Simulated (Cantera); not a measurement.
A Cantera script and what it prints.

```python
import numpy as np
import cantera as ct

gas_names = [...]  # 123 gases of nasa_gas.yaml made of C, H, O, Si
cond_names = """
    C(gr) C6H6(L) C7H8(L) C8H18(L),n-octa H2O(s) H2O(L) Si(cr) Si(L) SiC(b) SiO2(Lqz) SiO2(hqz) SiO2(L)
""".split()


# ... load() reads the species with a 1 bar reference pressure and builds the phases ...
atoms = {
    'Si': {'Si': 1},
    'CO2': {'C': 1, 'O': 2},
    'H2': {'H': 2},
}
top_T = {'C(gr)': 4500, 'SiC(b)': 3050}  # K; cautious upper limits of use, not melting points


# ... equilibrate(T, P, feed) seeds the gas with the atoms and calls Mixture.equilibrate('TP', solver="vcs", rtol=1e-11, max_steps=5000) ...
results = []
feed = {'Si': 1, 'CO2': 0.09, 'H2': 3.5}  # mol
T = 1700  # K
P = 3200  # Pa
mix = equilibrate(T, P, feed)
results.append((T, P, feed, dict(zip(mix.species_names, mix.species_moles))))
print(gas.report(threshold=0.0001))
for i in range(1, mix.n_phases):
    print(f"{mix.phase(i).name:16s} {mix.phase_moles(i):12.5e} mol")
```

Result:

```
       temperature   1700 K
          pressure   3200 Pa
           density   0.00091304 kg/m^3
  mean mol. weight   4.033 kg/kmol
   phase of matter   gas

                          1 kg             1 kmol
                     ---------------   ---------------
          enthalpy        9.5263e+06        3.8419e+07  J
   internal energy        6.0215e+06        2.4284e+07  J
           entropy             53953        2.1759e+05  J/K
    Gibbs function       -8.2195e+07       -3.3149e+08  J
 heat capacity c_p            8259.5             33310  J/K
 heat capacity c_v            6197.9             24996  J/K

                      mass frac. Y      mole frac. X     chem. pot. / RT
                     ---------------   ---------------   ---------------
                CO          0.017321         0.0024939           -44.417
                 H        0.00020069        0.00080295           -11.234
                H2           0.47502           0.95026           -22.468
               SiO           0.50715          0.046396             -42.7
     [ +119 minor]        0.00030698        4.3668e-05

C(gr)             0.00000e+00 mol
Si(L)             7.48223e-01 mol
SiC(b)            8.08164e-02 mol
SiO2(L)           0.00000e+00 mol
```

Cantera equilibrium calculation (NASA polynomials, part measured and part estimated; ideal gas, pure solids and liquids). Mutual solubility and eutectic melting of coexisting phases are not modelled. Gases not in the tables: Si2H6 and higher silanes.
